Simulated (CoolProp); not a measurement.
Vapour-liquid equilibrium of hydrogen sulfide (1) + propane (2) at 2.34 bar; x and y are mole fractions of (1).

The numbers come from the multi-fluid Helmholtz-energy mixture model, Lemmon 2006 and Lemmon 2009; pair parameters Kunz 2012 in CoolProp.

```csv
x,bubble temperature (°C),y at the bubble point,dew temperature at overall composition x (°C),liquid density (mol/L)
0.05,?,0.243,-22.5,?
0.125,-34.2,0.445,?,13.67
0.2,?,0.552,-26.5,14.32
0.275,?,0.616,-28.7,15.02
0.35,-41.9,0.657,-31.1,?
0.425,-42.8,0.685,-33.5,16.65
0.5,-43.4,0.707,-36.1,17.62
0.575,-43.8,0.725,-38.9,18.69
0.65,-44.1,0.743,-41.6,19.89
0.725,-44.3,0.764,-43.8,?
0.8,-44.3,0.791,-44.3,22.66
0.875,-44.1,?,-43.8,24.21
0.95,-43.4,0.911,-42.9,25.82
```

Some entries are withheld; supply them.


- 0.05, bubble temperature (°C): -27.8
- 0.05, liquid density (mol/L): 13.04
- 0.125, dew temperature at overall composition x (°C): -24.5
- 0.2, bubble temperature (°C): -38.0
- 0.275, bubble temperature (°C): -40.4
- 0.35, liquid density (mol/L): 15.79
- 0.725, liquid density (mol/L): 21.21
- 0.875, y at the bubble point: 0.834

y crosses x between x = 0.725 and 0.8: the model has an azeotrope there.

Pair parameters are fitted to limited data, so mixtures are less certain than the pure fluids. With so large a gap from Raoult's law the liquid may split in two, which this calculation doesn't test in full.
